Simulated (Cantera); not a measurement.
A freely propagating, adiabatic, planar premixed flame of 24.7 % H₂, 15.8 % O₂, 59.5 % N₂, equivalence ratio 0.78, unburnt at 325 K and 82.5 Torr; multicomponent transport, grid criteria slope 0.08 and curve 0.16, no radiation.

Model: the H2/O2 subset of GRI-Mech 3.0, which has no nitrogen chemistry, integrated in Cantera. Burning velocities carry a grid error of a few per cent, more on coarse grids.

x: mole fraction of selected species; z is measured from the peak of heat release.

```csv
z (mm),T (K),u (m/s),x H₂,x O₂,x HO₂,x O,x OH,x H₂O
-19.4,325,1.71,0.247,0.158,<1e-8,<1e-8,<1e-8,<1e-8
-12.9,325,1.71,0.247,0.158,<1e-8,<1e-8,<1e-8,<1e-8
-9.68,325,1.71,0.247,0.158,<1e-8,<1e-8,<1e-8,<1e-8
-6.46,325,1.71,0.247,0.158,<1e-8,<1e-8,<1e-8,<1e-8
-3.23,329,1.73,0.244,0.159,2.87e-5,4.07e-7,3.48e-6,9.19e-5
-1.61,561,2.87,0.210,0.155,6.04e-5,9.15e-5,0.000676,0.0178
0,997,4.93,0.109,0.118,1.80e-5,0.00435,0.00176,0.102
1.61,1275,6.25,0.0349,0.0665,8.30e-6,0.0119,0.00573,0.191
3.23,…,6.84,0.0253,0.0558,…,0.0132,…,0.210
6.46,1539,7.44,0.0243,0.0519,4.51e-6,0.0124,0.0102,0.219
12.9,1682,8.05,0.0223,0.0485,3.38e-6,0.0105,0.0121,0.229
25.8,1817,8.61,0.0187,0.0455,2.47e-6,0.00800,0.0130,0.240
51.6,1938,9.11,…,0.0428,…,…,0.0127,0.251
```

Fill in the missing entries.


- 3.23, T (K): 1403
- 3.23, x HO₂: 5.92e-6
- 3.23, x OH: 0.00795
- 51.6, x H₂: 0.0137
- 51.6, x HO₂: 1.73e-6
- 51.6, x O: 0.00538
